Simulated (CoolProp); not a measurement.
Model: reference Helmholtz-energy equation of state, Lemmon 2016, in CoolProp.

Question: For R365MFC, give the phase and the Joule-Thomson coefficient (K/MPa) at 107.85 °C and 0.101 MPa.

Answer: 
- 107.85 °C and 0.101 MPa: gas; Joule-Thomson coefficient 14.3
